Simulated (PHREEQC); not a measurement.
Make-up at 25 °C: 1.2 mmol/kgw HF, 0.035 mmol/kgw NH4F, 150 mmol/kgw (NH4)2SiF6 and 52 mmol/kgw H2SO4. Closed to the air; pH follows from the charge balance.

The numbers come from PHREEQC with the ion-association model, wateq4f.dat.

Each row changes one thing in this solution. No solid was allowed to form.

```csv
case,pH,ionic strength (mol/kgw),NH4+ (mol/kgw),HSO4- (mol/kgw),SO4-2 (mol/kgw),NH4SO4- (mol/kgw)
as made,1.24,0.528,0.288,0.0253,0.0147,0.0119
(NH4)2SiF6 replaced by HBF4 at the same molality,0.79,0.213,3.41e-5,0.0449,(withheld),9.09e-7
temperature from 25 to 40 °C,1.26,0.522,0.290,0.0288,0.0130,0.0102
0.083 mol/kgw NH3 added,1.99,0.546,0.360,(withheld),0.0226,0.0227
temperature from 25 to 20 °C,1.23,0.530,0.288,0.0242,0.0153,0.0125
0.03 mol/kgw CO2 added,1.24,0.528,0.288,0.0253,0.0147,0.0119
H2SO4 from 0.052 to 0.26 mol/kgw,0.63,0.771,0.277,0.203,0.0331,0.0234
(NH4)2SiF6 from 0.15 to 0.015 mol/kgw,1.26,0.124,0.0282,0.0355,0.0147,(withheld)
```

Problem. Complete the blanks.

Solution. 
- (NH4)2SiF6 replaced by HBF4 at the same molality, SO4-2 (mol/kgw): 0.00715
- 0.083 mol/kgw NH3 added, HSO4- (mol/kgw): 0.00672
- (NH4)2SiF6 from 0.15 to 0.015 mol/kgw, NH4SO4- (mol/kgw): 0.00185

The ionic strength passes 0.7 mol/kgw, the rough limit of the ion-association models, in H2SO4 from 0.052 to 0.26 mol/kgw. Complexes and solids missing from the database can't appear. Some of these states are supersaturated (in Quartz (slow to form), Chalcedony (slow to form), for instance). Carbamate, which ammonia and carbonate form, is missing from the database. Away from 25 °C the constants follow the database's enthalpies or fits; those with neither stay at their 25 °C values. SiF6-2 is the database's only silicon fluoride.
